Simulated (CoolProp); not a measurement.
Tetrahydrofuran along the isobar 0.139 MPa: Z from the reference equation and from simpler models built on Tc = 267.0 °C, pc = 5.304 MPa, ω = 0.234; each cubic takes its own stable root.

Model: reference Helmholtz-energy equation of state, Fiedler 2023, in CoolProp.

```tsv
T (°C)	phase	reference
-102.85	liquid	0.006952
-79.05	liquid	0.006255
-55.25	liquid	0.005716
-31.55	liquid	0.005292
-7.75	liquid	0.004950
16.05	liquid	0.004674
39.85	liquid	0.004449
63.65	liquid	0.004269
87.35	gas	0.9677
111.15	gas	0.9736
134.95	gas	0.9781
158.75	gas	0.9817
```

How far does each simpler model (van der Waals, Redlich-Kwong, Soave-Redlich-Kwong) lie from the reference over these 12 states: mean and median of the absolute difference, and the worst?


- van der Waals: mean 5452.0 %, median 64.5 %, worst +22769.5 % at 63.65 °C and 0.139 MPa
- Redlich-Kwong: mean 1884.0 %, median 10.2 %, worst +22532.9 % at 63.65 °C and 0.139 MPa
- Soave-Redlich-Kwong: mean 6.0 %, median 7.6 %, worst +11.5 % at -102.85 °C and 0.139 MPa

At some of these states van der Waals, Redlich-Kwong gives the other phase, because its saturation line lies elsewhere.
